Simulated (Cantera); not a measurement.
Input: 1 mol Al(CH₃)₃, 0.84 mol NH₃, 4.2 mol N₂, at 0.133 bar.

Cantera equilibrium calculation (NASA polynomials, part measured and part estimated; ideal gas, pure solids and liquids). Candidate condensed phases: Al, AlN, C, C₆H₆, C₇H₈, C₈H₁₈; 97 gas species. The feed counts by its element totals alone. Kinetics and transport are ignored. All values below are at 802 °C.

Base state: H₂ 0.580, N₂ 0.418, CH₄ 0.00202, NH₃ 1.39e-5 (mole fractions); condensed: AlN(s) + C(graphite).

What changes in the equilibrium state with this change: pressure from 0.133 bar to 13.3 mbar?


```json
[
 {"species": "H₂", "before": "0.580", "after": "0.583"},
 {"species": "N₂", "before": "0.418", "after": "0.417"},
 {"species": "CH₄", "before": "0.00202", "after": "0.000204"},
 {"species": "NH₃", "before": "1.39e-5", "after": "1.40e-6"},
 {"species": "AlN(s), mol", "before": "1.00", "after": "1.00"},
 {"species": "C(graphite), mol", "before": "2.98", "after": "3.00"}
]
```
